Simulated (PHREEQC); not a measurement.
Dissolve 0.003 mol HNO3, 0.21 mol CuCl2 and 0.077 mol H3BO3 per kg of water at 25 °C. Closed to the air; pH follows from the charge balance.

The numbers come from PHREEQC with the ion-association model, phreeqc.dat.

```
Quantity                   Value
-----------------  -------------
pH                          2.64
ionic strength     0.542 mol/kgw
activity of water          0.989
density              1.024 g/cm³
total alkalinity    -3.00 meq/kg
```

| species | molality | activity | log γ |
|---|---|---|---|
| Cl- | 0.373 | 0.241 | -0.191 |
| Cu+2 | 0.166 | 0.0405 | -0.613 |
| H3BO3 | 0.0770 | 0.0872 | 0.054 |
| CuCl+ | 0.0407 | 0.0262 | -0.191 |
| H+ | 0.00300 | 0.00229 | -0.118 |
| NO3- | 0.00300 | 0.00182 | -0.218 |
| CuCl2 | 0.00299 | 0.00339 | 0.054 |

No solid was allowed to form. Species that the database lacks are ignored.
